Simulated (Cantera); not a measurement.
**Moist CO burnout**

An isothermal, constant-pressure homogeneous reactor starts with 1.55 % CO, 7.18 % O2, 0.364 % H2O, 90.9 % N2, equivalence ratio 0.11, at 975 K and 0.118 atm.

Cantera simulation using GRI-Mech 3.0 (53 species, 325 reactions); the numbers are that mechanism's predictions, not measurements.

```json
[
 {"t (s)": "0.000200", "x CO": "0.0155", "x O2": "0.0718", "x H2O": "0.00364", "x O": "1.58e-11", "x NO": "<1e-12"},
 {"t (s)": "0.000455", "x CO": "0.0155", "x O2": "0.0718", "x H2O": "0.00364", "x O": "3.60e-11", "x NO": "<1e-12"},
 {"t (s)": "0.00104", "x CO": "0.0155", "x O2": "0.0718", "x H2O": "0.00364", "x O": "8.19e-11", "x NO": "<1e-12"},
 {"t (s)": "0.00236", "x CO": "0.0155", "x O2": "0.0718", "x H2O": "0.00364", "x O": "1.90e-10", "x NO": "<1e-12"},
 {"t (s)": "0.00537", "x CO": "0.0155", "x O2": "0.0718", "x H2O": "0.00364", "x O": "4.71e-10", "x NO": "<1e-12"},
 {"t (s)": "0.0122", "x CO": "0.0155", "x O2": "0.0718", "x H2O": "0.00364", "x O": "1.46e-9", "x NO": "<1e-12"},
 {"t (s)": "0.0278", "x CO": "0.0155", "x O2": "0.0718", "x H2O": "0.00364", "x O": "8.51e-9", "x NO": "<1e-12"},
 {"t (s)": "0.0632", "x CO": "0.0155", "x O2": "0.0718", "x H2O": "0.00364", "x O": "2.98e-7", "x NO": "<1e-12"},
 {"t (s)": "0.144", "x CO": "0.0129", "x O2": "0.0704", "x H2O": "0.00357", "x O": "0.000451", "x NO": "4.96e-9"},
 {"t (s)": "0.328", "x CO": "0.00352", "x O2": "0.0662", "x H2O": "0.00363", "x O": "0.000136", "x NO": "2.94e-8"},
 {"t (s)": "0.746", "x CO": "0.000764", "x O2": "0.0649", "x H2O": "0.00365", "x O": "2.90e-5", "x NO": "3.23e-8"},
 {"t (s)": "1.70", "x CO": "0.000148", "x O2": "0.0647", "x H2O": "0.00366", "x O": "5.54e-6", "x NO": "3.26e-8"},
 {"t (s)": "3.86", "x CO": "2.57e-5", "x O2": "0.0646", "x H2O": "0.00366", "x O": "9.68e-7", "x NO": "3.23e-8"},
 {"t (s)": "8.79", "x CO": "4.07e-6", "x O2": "0.0646", "x H2O": "0.00366", "x O": "1.59e-7", "x NO": "3.21e-8"},
 {"t (s)": "20.0", "x CO": "6.18e-7", "x O2": "0.0646", "x H2O": "0.00366", "x O": "2.69e-8", "x NO": "3.24e-8"}
]
```
x: mole fraction; the columns are a selection and need not sum to one.

Equilibrium at this temperature and pressure: CO 4.53e-12, O2 0.0646, H2O 0.00366, O 5.33e-11, NO 1.42e-5 (gas phase only).
